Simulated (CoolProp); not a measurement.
Isohexane along the isobar 15.6 bar: density (kg/m³) from the reference equation and from simpler models built on Tc = 497.7 K, pc = 30.43 bar, ω = 0.280; each cubic takes its own stable root.

Model: reference Helmholtz-energy equation of state, Lemmon 2006, in CoolProp. It is a short technical equation, of lower accuracy than the large ones.

| T (K) | phase | reference | van der Waals | Redlich-Kwong |
|---|---|---|---|---|
| 177.9 | liquid | 754.6 | 447.5 | 665.7 |
| 214 | liquid | 723.5 | 433.3 | 643.3 |
| 250.1 | liquid | 692.6 | 417.8 | 617.9 |
| 286.2 | liquid | 661.0 | 400.9 | 589.2 |
| 322.3 | liquid | 628.0 | 382.0 | 556.4 |
| 358.3 | liquid | 592.4 | 360.3 | 518.6 |
| 394.4 | liquid | 552.0 | 333.7 | 473.4 |
| 430.5 | liquid | 502.3 | 52.98 | 414.8 |

At some of these states van der Waals gives the other phase, because its saturation line lies elsewhere.
